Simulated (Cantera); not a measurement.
An adiabatic, constant-pressure homogeneous reactor starts with CH4 : O2 : N2 = 1 : 4.35 : 16.3 (molar parts), equivalence ratio 0.46, at 1700 K and 7500 Torr.

Computed with Cantera and GRI-Mech 3.0 (53 species, 325 reactions).

### Question
Predict: time of steepest temperature rise; temperature at 0.200 s; equilibrium temperature; x(O2) at 0.200 s; x(CO2) at 0.200 s; x(HO2) at 0.200 s; x(NO) at 0.200 s.

### Answer
```json
{
  "time_of_steepest_temperature_rise": "29.1 µs",
  "temperature at 0.200 s": "2552 K",
  "equilibrium_temperature": "2552 K",
  "x(O2) at 0.200 s": "0.0983 (gas-phase equilibrium 0.0983)",
  "x(CO2) at 0.200 s": "0.0438 (gas-phase equilibrium 0.0438)",
  "x(HO2) at 0.200 s": "1.54e-5 (gas-phase equilibrium 1.54e-5)",
  "x(NO) at 0.200 s": "0.0168 (gas-phase equilibrium 0.0168)"
}
```
